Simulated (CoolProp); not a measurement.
Computed with CoolProp (reference Helmholtz-energy equation of state, Schmidt 1985).

**Question.** Give the vapour pressure (MPa), vapour density (kg/m³), liquid cp (kJ/(kg K)), surface tension (mN/m) of saturated oxygen at 107.2, 114.3, 125 K.

**Answer.** 
```
T (K)  p (MPa)  vapour density (kg/m³)  liquid cp (kJ/(kg K))  surface tension (mN/m)
-----  -------  ----------------------  ---------------------  ----------------------
107.2    0.446                    17.6                   1.78                    9.03
114.3    0.723                    28.0                   1.85                    7.40
125       1.35                    52.1                   2.02                    5.07
```

Surface tension comes from a separate correlation (Mulero 2012).
